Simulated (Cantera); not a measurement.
A perfectly stirred reactor is fed with 59.7 % NO, 38.8 % N2, 1.49 % H2O, at 0.0110 bar; it is held at 2075 K, and followed from long to short residence time.

Detailed kinetics in Cantera: GRI-Mech 3.0 (53 species, 325 reactions). Radical loss at walls, strong at low pressure, is not modelled.

x: mole fraction; the columns are a selection and need not sum to one.

| τ (s) | x NO | x N2O | x O | x O2 | x N2 | x NO2 |
|---|---|---|---|---|---|---|
| 28 | 0.0910 | 1.00e-6 | 0.00553 | 0.248 | 0.638 | 1.59e-5 |
| 7.8 | ___ | ___ | ___ | ___ | ___ | ___ |
| 2.1 | 0.420 | 2.03e-5 | 0.00325 | 0.0858 | 0.475 | 4.33e-5 |
| 0.59 | 0.549 | 3.36e-5 | 0.00157 | 0.0223 | 0.411 | 3.05e-5 |
| 0.16 | 0.588 | 4.40e-5 | 0.000487 | 0.00415 | 0.392 | 1.98e-5 |
| 0.045 | 0.595 | 6.63e-5 | 0.000114 | 0.000723 | 0.388 | 2.04e-5 |
| 0.012 | 0.597 | ___ | ___ | ___ | 0.388 | ___ |
| 0.0034 | 0.597 | 2.25e-5 | 1.03e-5 | 1.75e-6 | 0.388 | 6.00e-6 |
| 0.00094 | 0.597 | 6.93e-6 | 4.33e-6 | 7.90e-8 | 0.388 | 4.34e-7 |

### Question
What belongs in the gaps?

### Answer

- 7.8, x NO: 0.213
- 7.8, x N2O: 5.25e-6
- 7.8, x O: 0.00480
- 7.8, x O2: 0.188
- 7.8, x N2: 0.578
- 7.8, x NO2: 3.25e-5
- 0.012, x N2O: 5.47e-5
- 0.012, x O: 3.95e-5
- 0.012, x O2: 7.67e-5
- 0.012, x NO2: 2.50e-5
